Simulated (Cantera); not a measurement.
A Cantera script and what it prints.

```python
import numpy as np
import cantera as ct

gas_names = """
    AL ALCL ALCL2 ALCL3 ALH ALN AL2 AL2CL6 CL CL2 H HCL H2 N NH NH2 NH3 N2 N2H2 N2H4
""".split()
cond_names = """
    AL(cr) AL(L) ALCL3(s) ALCL3(L) ALN(s) NH4CL(a) NH4CL(b)
""".split()


# ... load() reads the species with a 1 bar reference pressure and builds the phases ...
atoms = {
    'AlCl3': {'AL': 1, 'CL': 3},
    'N2': {'N': 2},
    'NH3': {'N': 1, 'H': 3},
}
top_T = {'ALN(s)': 2750}  # K; cautious upper limits of use, not melting points


# ... equilibrate(T, P, feed) seeds the gas with the atoms and calls Mixture.equilibrate('TP', solver="vcs", rtol=1e-11, max_steps=5000) ...
results = []
feed = {'AlCl3': 1, 'N2': 3.8, 'NH3': 63}  # mol
P = 54  # Pa
for T in [925, 1025, 1125, 1225, 1325, 1425, 1525, 1625, 1725]:
    mix = equilibrate(T, P, feed)
    results.append((T, P, feed, dict(zip(mix.species_names, mix.species_moles))))

top = {s: max(r[3][s] / sum(r[3][g] for g in gas_names) for r in results) for s in gas_names}
cols = sorted((s for s in top if top[s] > 1e-05), key=lambda s: -top[s])[:8]
seen = [c for c in cond_names if any(r[3].get(c, 0) > 1e-12 for r in results)]
print("log10 of partial pressures in bar; condensed amounts in mol")
print(f"{'T/K':>10s}" + "".join(f"{s[:9]:>10s}" for s in cols + seen))
for T, P, feed, n in results:
    ng = sum(n[g] for g in gas_names)
    print(f"{T:10.4g}" + "".join(f"{np.log10(max(n[s] / ng * P / 1e5, 1e-99)):10.3f}" for s in cols)
          + "".join(f"{n.get(c, 0):10.4g}" for c in seen))
```

Output:

```
log10 of partial pressures in bar; condensed amounts in mol
       T/K        H2        N2       HCL      ALCL         H     ALCL3     ALCL2        CL    ALN(s)
       925    -3.415    -3.842    -4.925   -12.102   -11.292    -6.770   -10.658   -12.818    0.9588
      1025    -3.415    -3.842    -4.929   -10.151   -10.069    -6.700    -9.448   -11.617    0.9516
      1125    -3.415    -3.842    -4.932    -8.553    -9.060    -6.646    -8.458   -10.628    0.9437
      1225    -3.415    -3.842    -4.938    -7.223    -8.214    -6.610    -7.639    -9.802    0.9204
      1325    -3.415    -3.842    -4.969    -6.123    -7.494    -6.657    -6.998    -9.124    0.7395
      1425    -3.417    -3.840    -5.103    -5.413    -6.874    -7.145    -6.789    -8.648         0
      1525    -3.417    -3.840    -5.093    -5.398    -6.335    -7.915    -7.082    -8.106         0
      1625    -3.418    -3.840    -5.091    -5.394    -5.860    -8.611    -7.354    -7.637         0
      1725    -3.420    -3.841    -5.092    -5.394    -5.441    -9.232    -7.600    -7.224         0
```

Method: chemical equilibrium by Gibbs-energy minimisation in Cantera with the NASA 1993 tables (ideal gas, pure condensed phases). The tables' values for AlCl2 are old estimates; treat these amounts as uncertain.
